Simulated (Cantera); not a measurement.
Mixture: 4.17 % C3H8, 17.4 % O2, 76.4 % N2, 2.05 % CO2, at 0.987 atm, adiabatic and at constant pressure. Ignition delay is the time to a rise of 400 K.

Model: GRI-Mech 3.0 (53 species, 325 reactions), integrated in Cantera. GRI-Mech 3.0 was tuned for natural gas; its chemistry of propane as a main component is partial and can be far from experiment.

### Question
Predict: delay at 1225 K; delay at 1325 K; delay at 1425 K; delay at 1525 K; delay at 1625 K; delay at 1725 K; delay at 1825 K; apparent activation energy between 1625 and 1825 K.

### Answer
| Quantity | Value |
|---|---|
| delay at 1225 K | 4.32 ms |
| delay at 1325 K | 0.758 ms |
| delay at 1425 K | 0.196 ms |
| delay at 1525 K | 71.5 µs |
| delay at 1625 K | 33.9 µs |
| delay at 1725 K | 19.4 µs |
| delay at 1825 K | 12.7 µs |
| apparent activation energy between 1625 and 1825 K | 120 kJ/mol |
